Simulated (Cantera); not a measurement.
Input: 1 mol CuO, 1.2 mol F2, 58 mol N2, 1.7 mol NF3, held at 1923 K and 0.00133 bar.

These are equilibrium values from Cantera (NASA tables, ideal gas, pure condensed phases), not measurements of a reactor. Candidate condensed phases: Cu, CuF2, CuO, Cu2O; 22 gas species. Kinetics and transport are ignored.

Base state: N2 0.880, F 0.0965, CuF 0.0140, O2 0.00651, NO 0.00114, CuF2 0.000854, O 0.000800, Cu 7.56e-5 (mole fractions); condensed: gas only.

Task: What changes in the equilibrium state with this change: NF3 from 1.7 to 0.9 mol?

Result: 
```json
[
 {"species": "N2", "before": "0.880", "after": "0.912"},
 {"species": "F", "before": "0.0965", "after": "0.0635"},
 {"species": "CuF", "before": "0.0140", "after": "0.0149"},
 {"species": "Cu", "before": "7.56e-5", "after": "0.000122"},
 {"species": "CuF2", "before": "0.000854", "after": "0.000597"}
]
```

Task: What changes in the equilibrium state with this change: F2 from 1.2 to 7 mol?

Result: 
```tsv
species	before	after
N2	0.880	0.751
F	0.0965	0.229
CuF	0.0140	0.0111
Cu	7.56e-5	2.52e-5
CuF2	0.000854	0.00161
O2	0.00651	0.00553
NO	0.00114	0.000973
O	0.000800	0.000737
```
